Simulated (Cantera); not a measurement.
A perfectly stirred reactor is fed with CO : H2 : O2 : N2 : H2O = 1 : 0.39 : 1.01 : 3.79 : 0.15 (molar parts), equivalence ratio 0.69, at 0.385 atm; it is adiabatic with a 300 K inlet, and is followed from long to short residence time, starting on the burning branch (τ in s: 0.48, 0.15, 0.045, 0.014, 0.0043, 0.0013, 0.0004, 0.00012, 3.8e-05).

Detailed kinetics in Cantera: GRI-Mech 3.0 (53 species, 325 reactions).

Question: Predict: blow-out, bracketed by the residence times tried; x(CO) at τ = 0.480 s; x(H2) at τ = 0.480 s; x(O2) at τ = 0.480 s; x(OH) at τ = 0.480 s; x(HO2) at τ = 0.480 s; x(CO) at τ = 4.30 ms; x(H2) at τ = 4.30 ms; x(O2) at τ = 4.30 ms; x(OH) at τ = 4.30 ms; x(HO2) at τ = 4.30 ms.

Answer: 
```json
{
 "blow_out_bracketed_by_the_residence_times_tried": "burning at 0.400 ms, out at 0.120 ms",
 "x(CO) at τ = 0.480 s": "0.00390",
 "x(H2) at τ = 0.480 s": "0.000444",
 "x(O2) at τ = 0.480 s": "0.0565",
 "x(OH) at τ = 0.480 s": "0.00285",
 "x(HO2) at τ = 0.480 s": "9.72e-7",
 "x(CO) at τ = 4.30 ms": "0.0286",
 "x(H2) at τ = 4.30 ms": "0.00408",
 "x(O2) at τ = 4.30 ms": "0.0670",
 "x(OH) at τ = 4.30 ms": "0.00634",
 "x(HO2) at τ = 4.30 ms": "6.51e-6"
}
```
